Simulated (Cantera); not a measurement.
Cantera run, input and output.

```python
import numpy as np
import cantera as ct

gas = ct.Solution("gri30.yaml", transport_model="mixture-averaged")
show = ['C2H2', 'NO', 'O']

rows = []
print(f"{'T/K':>7s}{'rho':>11s}{'cp':>10s}{'mu':>11s}{'lambda':>11s}{'Pr':>7s}" + "".join(f"{'D_' + s:>11s}" for s in show))
for T in [400, 650, 900, 1150, 1400, 1650]:
    gas.TPX = T, 2666, {'C2H6': 0.27, 'N2': 0.13, 'CH4': 0.98}
    Pr = gas.cp_mass * gas.viscosity / gas.thermal_conductivity
    D = [gas.mix_diff_coeffs_mole[gas.species_index(s)] for s in show]
    rows.append([gas.density, gas.cp_mass, gas.viscosity, gas.thermal_conductivity, Pr, *D])
    print(f"{T:7g}{gas.density:11.4e}{gas.cp_mass:10.1f}{gas.viscosity:11.4e}"
          f"{gas.thermal_conductivity:11.4e}{Pr:7.3f}" + "".join(f"{d:11.4e}" for d in D))
print("SI units: kg/m3, J/kg/K, Pa s, W/m/K, m2/s")
```

Result:

```
    T/K        rho        cp         mu     lambda     Pr     D_C2H2       D_NO        D_O
    400 1.5964e-02    2224.0 1.4666e-05 4.5360e-02  0.719 1.0317e-03 1.2670e-03 1.9322e-03
    650 9.8242e-03    3061.4 2.1199e-05 8.7910e-02  0.738 2.4514e-03 2.9330e-03 4.4492e-03
    900 7.0952e-03    3740.5 2.6652e-05 1.3338e-01  0.747 4.2990e-03 5.0864e-03 7.6997e-03
   1150 5.5528e-03    4286.6 3.1475e-05 1.7817e-01  0.757 6.5198e-03 7.6704e-03 1.1600e-02
   1400 4.5612e-03    4690.0 3.5876e-05 2.2119e-01  0.761 9.0794e-03 1.0648e-02 1.6094e-02
   1650 3.8701e-03    4995.4 3.9971e-05 2.6210e-01  0.762 1.1954e-02 1.3994e-02 2.1144e-02
SI units: kg/m3, J/kg/K, Pa s, W/m/K, m2/s
```

Detailed kinetics in Cantera: GRI-Mech 3.0 (53 species, 325 reactions). The composition is frozen, though it would react at the higher temperatures.
